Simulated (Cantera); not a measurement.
Charge: 1 mol Al(CH₃)₃, 4 mol NH₃, 10 mol N₂, equilibrated at 14.0 Pa.

Method: chemical equilibrium by Gibbs-energy minimisation in Cantera with the NASA 1993 tables (ideal gas, pure condensed phases). Candidate condensed phases: Al, AlN, C, C₆H₆, C₇H₈, C₈H₁₈; 97 gas species. The feed counts by its element totals alone. Kinetics and transport are ignored. All values below are at 1950 K.

Base state: N₂ 0.492, H₂ 0.399, H 0.0612, Al 0.0412, HCN 0.00534, HNC 0.000277, C₂H₂ (acetylene) 0.000218, AlH 9.63e-5 (mole fractions); condensed: C(graphite).

Task: What changes in the equilibrium state with this change: pressure from 14.0 Pa to 1.50 mbar?

Result: 
```json
[
 {"species": "N₂", "before": "0.492", "after": "0.503"},
 {"species": "H₂", "before": "0.399", "after": "0.430"},
 {"species": "Al", "before": "0.0412", "after": "0.0418"},
 {"species": "H", "before": "0.0612", "after": "0.0194"},
 {"species": "AlH", "before": "9.63e-5", "after": "0.000332"},
 {"species": "CN", "before": "1.71e-5", "after": "5.29e-6"},
 {"species": "C₂H₂ (acetylene)", "before": "0.000218", "after": "0.000235"},
 {"species": "HCN", "before": "0.00534", "after": "0.00560"},
 {"species": "HNC", "before": "0.000277", "after": "0.000290"},
 {"species": "C(graphite), mol", "before": "2.85", "after": "2.85"}
]
```
